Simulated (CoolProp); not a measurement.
A single-stage vapour-compression cycle with the fluid: evaporating at 269.15 K (dew point), condensing at 296.15 K (bubble point), superheat 2 K, subcooling 5 K, compressor efficiency 0.9, no pressure losses. The same conditions are run with several fluids, on thermodynamics alone (safety and materials aside).

The numbers come from the reference Helmholtz-energy equation of state of each fluid (R21: Platzer 1990; propane: Lemmon 2009; R404A: Lemmon 2003; R142b: Lemmon 2006; R1233zd(E): Akasaka 2022; c-C4F8 (RC318): Platzer 1990) in CoolProp. The equations of Platzer and Polt are older, rougher fits. Blends and air are pseudo-pure fits.

```csv
fluid,cooling COP,pressure ratio,discharge temperature (K),refrigerating effect (kJ/kg),volumetric capacity (kJ/m³)
R21,8.46,…,318.9,…,629
propane,…,2.16,303.8,327,2980
R404A,7.72,…,303.3,140,…
R142b,8.39,2.56,303.8,194,…
R1233zd(E),8.46,2.99,301.6,181,…
c-C4F8 (RC318),8.05,2.67,296.1,93.9,959
```

Question: Fill in the missing entries.

Answer: 
- R21, pressure ratio: 2.84
- R21, refrigerating effect (kJ/kg): 225
- propane, cooling COP: 8.13
- R404A, pressure ratio: 2.26
- R404A, volumetric capacity (kJ/m³): 3700
- R142b, volumetric capacity (kJ/m³): 1130
- R1233zd(E), volumetric capacity (kJ/m³): 434

The compression ends wet for: c-C4F8 (RC318).
